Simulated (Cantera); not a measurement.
Carbon deposition, reforming and gasification: C2H2 + CO2

A closed system holds: 1 mol C2H2, a varied amount of CO2, held at 1975 °C and 8.30 mbar.

Method: chemical equilibrium by Gibbs-energy minimisation in Cantera with the NASA 1993 tables (ideal gas, pure condensed phases). Candidate condensed phases: C, C6H6, C7H8, C8H18, H2O; 110 gas species. Kinetics and transport are ignored.

From 0.13 mol CO2 to 1.7 mol CO2 the condensed part is C(graphite). From 2.6 mol CO2 to 4 mol CO2 nothing is condensed. The main C-bearing gas is CO throughout.

| n(CO2) (mol) | x CO | x H2 | x CO2 | x H2O | x H | n C(graphite) |
|---|---|---|---|---|---|---|
| 0.13 | 0.199 | 0.729 | 2.97e-9 | 5.90e-8 | 0.0689 | 1.86 |
| 0.2 | 0.276 | 0.656 | 5.71e-9 | 7.37e-8 | 0.0653 | 1.79 |
| 0.31 | 0.371 | 0.566 | 1.03e-8 | 8.54e-8 | 0.0607 | 1.68 |
| 0.47 | 0.471 | 0.472 | 1.66e-8 | 9.03e-8 | 0.0554 | 1.52 |
| 0.72 | 0.576 | 0.374 | 2.47e-8 | 8.74e-8 | 0.0493 | 1.27 |
| 1.1 | 0.673 | 0.283 | 3.38e-8 | 7.74e-8 | 0.0429 | 0.894 |
| 1.7 | 0.759 | 0.204 | 4.30e-8 | 6.29e-8 | 0.0364 | 0.294 |
| 2.6 | 0.753 | 0.115 | 0.0566 | 0.0469 | 0.0273 | 0 |
| 4 | 0.651 | 0.0495 | 0.195 | 0.0804 | 0.0179 | 0 |
x: gas mole fraction; n: condensed amount in mol.
